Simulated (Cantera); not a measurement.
A perfectly stirred reactor is fed with NH3 : H2 = 1 : 9.4 (molar parts), at 82.5 Torr; it is held at 2075 K, and followed from long to short residence time.

Model: the gas-phase N/H chemistry of the illustrative SiF4/NH3 mechanism in the Surface Chemkin manual (1991), integrated in Cantera. Walls and surfaces, which speed up NH3 decomposition in real reactors, are not modelled.

### Question
What does this change do: H2 9.4 to 2.2 parts?

### Answer
| quantity | before | after |
|---|---|---|
| x(NH3) at τ = 0.340 s | 0.0302 | 0.0900 |
| x(H2) at τ = 0.340 s | 0.938 | 0.824 |
| x(N) at τ = 0.340 s | 1.77e-6 | 1.65e-6 |
| x(N2) at τ = 0.340 s | 0.0299 | 0.0845 |
| x(NH) at τ = 0.340 s | 1.07e-5 | 1.47e-5 |
| x(NH3) at τ = 37.0 ms | 0.0795 | 0.247 |
| x(H2) at τ = 37.0 ms | 0.912 | 0.727 |
| x(N) at τ = 37.0 ms | 1.52e-6 | 1.50e-6 |
| x(N2) at τ = 37.0 ms | 0.00742 | 0.0247 |
| x(NH) at τ = 37.0 ms | 1.34e-5 | 1.96e-5 |

### Question
What does this change do: H2 9.4 to 7.5 parts?

### Answer
| quantity | before | after |
|---|---|---|
| x(NH3) at τ = 0.340 s | 0.0302 | 0.0370 |
| x(H2) at τ = 0.340 s | 0.938 | 0.925 |
| x(N) at τ = 0.340 s | 1.77e-6 | 1.74e-6 |
| x(N2) at τ = 0.340 s | 0.0299 | 0.0359 |
| x(NH) at τ = 0.340 s | 1.07e-5 | 1.13e-5 |
| x(NH3) at τ = 37.0 ms | 0.0795 | 0.0967 |
| x(H2) at τ = 37.0 ms | 0.912 | 0.893 |
| x(N) at τ = 37.0 ms | 1.52e-6 | 1.53e-6 |
| x(N2) at τ = 37.0 ms | 0.00742 | 0.00916 |
| x(NH) at τ = 37.0 ms | 1.34e-5 | 1.43e-5 |
